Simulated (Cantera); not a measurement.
A closed system holds: 1 mol Si3N4, 0.18 mol N2O, 4.1 mol H2, equilibrated at 1.33 mbar.

Cantera equilibrium calculation (NASA polynomials, part measured and part estimated; ideal gas, pure solids and liquids). Candidate condensed phases: H2O, Si, SiO2, Si2N2O, Si3N4; 35 gas species. Mutual solubility and eutectic melting of coexisting phases are not modelled. The numbers say what is thermodynamically allowed, not how fast it happens.

x: gas mole fraction; n: condensed amount in mol.

| T (°C) | x H2 | x N2 | x SiO | x H | x Si | n Si2N2O(s) | n Si3N4(s) | n Si(s) |
|---|---|---|---|---|---|---|---|---|
| 777 | 0.945 | 0.0553 | 1.15e-12 | 2.16e-7 | <1e-12 | 0.180 | 0.880 | 0 |
| 877 | 0.945 | 0.0553 | 3.89e-10 | 1.99e-6 | <1e-12 | 0.180 | 0.880 | 0 |
| 977 | 0.945 | 0.0553 | 5.12e-8 | 1.29e-5 | [?] | 0.180 | 0.880 | 0 |
| 1077 | 0.945 | 0.0553 | 3.23e-6 | 6.34e-5 | [?] | 0.180 | 0.880 | 0 |
| 1177 | 0.944 | 0.0553 | 0.000113 | 0.000252 | [?] | 0.180 | 0.880 | 0 |
| 1277 | 0.905 | 0.0921 | 0.00210 | 0.000821 | [?] | 0.170 | 0.796 | 0.261 |
| 1377 | 0.634 | 0.337 | 0.0272 | 0.00198 | [?] | 0.00436 | 0 | 2.81 |

Task: Some entries are withheld; supply them.

Result: 
- 977, x Si: 8.92e-11
- 1077, x Si: 1.24e-8
- 1177, x Si: 8.71e-7
- 1277, x Si: 2.49e-5
- 1377, x Si: 0.000201
